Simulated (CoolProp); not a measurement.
The fluid at 322.17 K and 0.222 MPa flows at 0.6 m/s in a round tube of 1 mm bore and 45 µm roughness, fully developed (64/Re and Nu = 3.66 if laminar; Colebrook and Gnielinski if turbulent). The same conditions are run with several fluids, on thermodynamics alone (safety and materials aside).

The numbers come from the reference Helmholtz-energy equation of state of each fluid (R124: de Vries 1995; nitrogen: Span 2000; methane: Setzmann 1991; carbon dioxide: Span 1996; normal hydrogen: Leachman 2009) in CoolProp.

```
fluid            Reynolds number  Darcy friction factor  pressure drop (Pa/m)  heat-transfer coefficient (W/(m² K))  mass flow (kg/h)
---------------  ---------------  ---------------------  --------------------  ------------------------------------  ----------------
R124                         509                  0.126                   268                                  55.1            0.0201
nitrogen                    73.7                  0.869                   363                                   101           0.00394
methane                     66.9                  0.957                   230                                   138           0.00226
carbon dioxide               137                  0.466                   309                                  67.9           0.00624
normal hydrogen             10.7                   6.00                   180                                   722          0.000283
```

Transport values come from each fluid's own correlations; those of R124 are estimates that may be off by 10 % or more.
